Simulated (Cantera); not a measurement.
An adiabatic, constant-volume homogeneous reactor starts with CH₄ : H₂ : O₂ : N₂ : H₂O = 1 : 0.066 : 2.36 : 8.89 : 1 (molar parts), equivalence ratio 0.86, at 1525 K and 1900000 Pa. Integrator tolerance rtol = 1e-08.

Detailed kinetics in Cantera: GRI-Mech 3.0 (53 species, 325 reactions). The pressure lies above the range GRI-Mech 3.0 was tuned for (to about 10 atm).

### Question
What does this change do: 0.25 parts C2H6 added?

### Answer
```json
[
 {"quantity": "time of steepest temperature rise", "before": "60.3 µs", "after": "14.9 µs"},
 {"quantity": "temperature at 8.00 s", "before": "2985 K", "after": "3106 K"},
 {"quantity": "equilibrium temperature", "before": "2985 K", "after": "3106 K"},
 {"quantity": "x(CH₄) at 8.00 s", "before": "<1e-12 (gas-phase equilibrium <1e-12)", "after": "9.43e-12 (gas-phase equilibrium 1.11e-11)"},
 {"quantity": "x(H₂) at 8.00 s", "before": "0.00910 (gas-phase equilibrium 0.00910)", "after": "0.0362 (gas-phase equilibrium 0.0362)"},
 {"quantity": "x(O₂) at 8.00 s", "before": "0.0251 (gas-phase equilibrium 0.0251)", "after": "0.00353 (gas-phase equilibrium 0.00353)"},
 {"quantity": "x(HCO) at 8.00 s", "before": "1.25e-7 (gas-phase equilibrium 1.25e-7)", "after": "1.06e-6 (gas-phase equilibrium 1.06e-6)"},
 {"quantity": "x(H) at 8.00 s", "before": "0.00235 (gas-phase equilibrium 0.00235)", "after": "0.00646 (gas-phase equilibrium 0.00646)"},
 {"quantity": "x(CH₂O) at 8.00 s", "before": "2.52e-9 (gas-phase equilibrium 2.52e-9)", "after": "3.53e-8 (gas-phase equilibrium 3.53e-8)"}
]
```
Above 3000 K some thermodynamic fits are extrapolated.

### Question
What does this change do: 0.017 parts C2H6 added?

### Answer
```tsv
quantity	before	after
time of steepest temperature rise	60.3 µs	47.5 µs
temperature at 8.00 s	2985 K	3002 K
equilibrium temperature	2985 K	3002 K
x(CH₄) at 8.00 s	<1e-12 (gas-phase equilibrium <1e-12)	<1e-12 (gas-phase equilibrium <1e-12)
x(H₂) at 8.00 s	0.00910 (gas-phase equilibrium 0.00910)	0.0102 (gas-phase equilibrium 0.0102)
x(O₂) at 8.00 s	0.0251 (gas-phase equilibrium 0.0251)	0.0225 (gas-phase equilibrium 0.0225)
x(HCO) at 8.00 s	1.25e-7 (gas-phase equilibrium 1.25e-7)	1.54e-7 (gas-phase equilibrium 1.54e-7)
x(H) at 8.00 s	0.00235 (gas-phase equilibrium 0.00235)	0.00262 (gas-phase equilibrium 0.00262)
x(CH₂O) at 8.00 s	2.52e-9 (gas-phase equilibrium 2.52e-9)	3.20e-9 (gas-phase equilibrium 3.20e-9)
```
Above 3000 K some thermodynamic fits are extrapolated.
